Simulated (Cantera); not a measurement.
Cantera run, input and output.

```python
import numpy as np
import cantera as ct

gas = ct.Solution("gri30.yaml")
gas.TPX = 525, 101325, {'C3H8': 1, 'O2': 6.58, 'N2': 24.7}
flame = ct.FreeFlame(gas, width=0.04)
flame.set_refine_criteria(ratio=3, slope=0.08, curve=0.16)
flame.transport_model = "mixture-averaged"
flame.solve(loglevel=0, auto=True)
z, T = flame.grid, flame.T
thick = (T[-1] - T[0]) / np.gradient(T, z).max()
show = ['C3H8', 'O2', 'OH', 'CH4', 'C2H2', 'NO']
print(f"laminar burning velocity  {flame.velocity[0] * 100:.3f} cm/s")
print(f"burnt temperature         {T[-1]:.1f} K")
print(f"thermal thickness         {thick * 1e3:.4f} mm")
print(f"grid points               {len(z)}")
z0 = z[flame.heat_release_rate.argmax()]
print(f"{'z/mm':>9s}{'T/K':>9s}{'u/(m/s)':>9s}" + "".join(f"{s:>11s}" for s in show))
rows = []
for k in (-3, -2, -1.5, -1, -0.5, -0.25, 0, 0.25, 0.5, 1, 2, 4, 8):
    zz = z0 + k * thick
    rows.append([k * thick, np.interp(zz, z, T), np.interp(zz, z, flame.velocity),
                 *(np.interp(zz, z, flame.X[gas.species_index(s)]) for s in show)])
    print(f"{rows[-1][0] * 1e3:9.3f}{rows[-1][1]:9.1f}{rows[-1][2]:9.3f}" + "".join(f"{x:11.3e}" for x in rows[-1][3:]))
```

It prints:

```
laminar burning velocity  96.303 cm/s
burnt temperature         2151.6 K
thermal thickness         0.3261 mm
grid points               136
     z/mm      T/K  u/(m/s)       C3H8         O2         OH        CH4       C2H2         NO
   -0.978    525.1    0.964  3.096e-02  2.037e-01  5.773e-13  5.615e-07  9.649e-09  7.288e-11
   -0.652    526.4    0.967  3.094e-02  2.034e-01  1.041e-10  5.569e-06  1.413e-07  8.376e-10
   -0.489    531.2    0.977  3.089e-02  2.027e-01  3.646e-09  2.360e-05  7.916e-07  4.001e-09
   -0.326    564.7    1.043  3.058e-02  1.992e-01  2.605e-07  1.374e-04  7.153e-06  3.018e-08
   -0.163    830.3    1.562  2.456e-02  1.736e-01  2.018e-05  9.766e-04  9.344e-05  3.882e-07
   -0.082   1178.3    2.266  1.102e-02  1.386e-01  2.427e-04  1.785e-03  2.718e-04  1.063e-06
    0.000   1545.9    3.025  6.428e-04  9.751e-02  2.041e-03  1.135e-03  4.555e-04  2.315e-06
    0.082   1707.8    3.345  1.449e-06  7.387e-02  4.964e-03  1.732e-04  8.444e-05  4.127e-06
    0.163   1764.0    3.442  7.214e-10  6.445e-02  6.530e-03  1.277e-05  3.031e-06  5.829e-06
    0.326   1834.0    3.554  2.453e-15  5.766e-02  7.560e-03  6.798e-08  3.644e-09  8.608e-06
    0.652   1920.8    3.698  4.671e-23  5.328e-02  7.814e-03  6.223e-12  5.791e-14  1.302e-05
    1.304   2007.3    3.844  2.271e-34  5.058e-02  7.110e-03  7.575e-18  1.632e-20  1.958e-05
    2.609   2076.8    3.959  5.234e-42  4.862e-02  5.785e-03  5.797e-19  8.067e-24  2.910e-05
```

Computed with Cantera and GRI-Mech 3.0 (53 species, 325 reactions). GRI-Mech 3.0 was tuned for natural gas; its chemistry of propane as a main component is partial and can be far from experiment. Burning velocities carry a grid error of a few per cent, more on coarse grids.
